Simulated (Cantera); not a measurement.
A perfectly stirred reactor is fed with CO : O₂ : H₂O : N₂ = 0.024 : 0.071 : 0.0052 : 1 (molar parts), equivalence ratio 0.17, at 143 Torr; it is held at 1200 K, and followed from long to short residence time.

Model: GRI-Mech 3.0 (53 species, 325 reactions), integrated in Cantera.

x: mole fraction; the columns are a selection and need not sum to one.

```
τ (s)       x CO    x O₂    x H₂O    x CO₂   x H₂O₂
------  --------  ------  -------  -------  -------
1.9     0.000411  0.0543  0.00474   0.0216  3.01e-8
0.76    0.000753  0.0545  0.00472   0.0213  4.09e-8
0.31     0.00135  0.0547  0.00469   0.0207  5.13e-8
0.13     0.00236  0.0550  0.00464   0.0197  5.95e-8
0.051        [?]  0.0557  0.00454      [?]  6.41e-8
0.021    0.00703  0.0568  0.00442   0.0149  6.36e-8
0.0085       [?]  0.0586  0.00432      [?]      [?]
0.0035    0.0162  0.0609  0.00436  0.00567  4.79e-8
```

Task: Some entries are withheld; supply them.

Result: 
- 0.051, x CO: 0.00420
- 0.051, x CO₂: 0.0178
- 0.0085, x CO: 0.0112
- 0.0085, x CO₂: 0.0107
- 0.0085, x H₂O₂: 5.81e-8
